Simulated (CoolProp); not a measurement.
Carbon dioxide at 385.66 K and 18.8 MPa flows at 0.58 m/s in a round tube of 25 mm bore and 1.5 µm roughness, fully developed (64/Re and Nu = 3.66 if laminar; Colebrook and Gnielinski if turbulent). Each further row changes one setting.

The numbers come from the reference Helmholtz-energy equation of state, Span 1996 in CoolProp.

```csv
case,Reynolds number,Darcy friction factor,pressure drop (Pa/m),heat-transfer coefficient (W/(m² K)),mass flow (kg/h)
as stated,182000,0.0164,[?],[?],[?]
velocity 1.16 m/s,364000,[?],156,1550,[?]
diameter 50 mm,364000,0.0143,19.1,759,[?]
```

**Question.** What belongs in the gaps?

**Answer.** 
- as stated, pressure drop (Pa/m): 43.8
- as stated, heat-transfer coefficient (W/(m² K)): 861
- as stated, mass flow (kg/h): 407
- velocity 1.16 m/s, Darcy friction factor: 0.0146
- velocity 1.16 m/s, mass flow (kg/h): 814
- diameter 50 mm, mass flow (kg/h): 1630

Viscosity comes from a separate model (Laesecke 2017). Thermal conductivity comes from a separate model (Huber 2016).
